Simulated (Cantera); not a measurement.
# Hydrocarbon pyrolysis for carbon deposition

A perfectly stirred reactor is fed with 27.8 % CH₄, 72.2 % H₂, at 1.00 bar; it is held at 1500 K, and followed from long to short residence time.

Cantera simulation using GRI-Mech 3.0 (53 species, 325 reactions); the numbers are that mechanism's predictions, not measurements. GRI-Mech 3.0 stops at C3 and has no aromatics, soot or wall deposition, so with more carbon than oxygen in the feed, carbon stays in small species such as C2H2 where larger ones or solid carbon would form.

```
τ (s)    x CH₄   x H₂     x CH₂      x H    x C₂H₆     x C₂H    x CH₃
-------  -----  -----  --------  -------  --------  --------  -------
18       0.138  0.806  8.70e-10  1.57e-5   7.47e-5   1.66e-9  5.41e-5
2.8      0.158  0.794  8.83e-10  1.45e-5   7.58e-5   1.33e-9  5.86e-5
0.45     0.217  0.759  9.46e-10  1.24e-5   8.68e-5  5.93e-10  7.14e-5
0.071    0.263  0.731   1.01e-9  1.12e-5  0.000102  1.15e-10  8.14e-5
0.011    0.275  0.724  9.77e-10  1.07e-5   9.67e-5  9.14e-12  8.19e-5
0.0018   0.277  0.722  7.67e-10  9.39e-6   6.12e-5    <1e-12  7.28e-5
0.00029  0.278  0.722  2.97e-10  5.83e-6   1.02e-5    <1e-12  4.52e-5
```
x: mole fraction; the columns are a selection and need not sum to one.
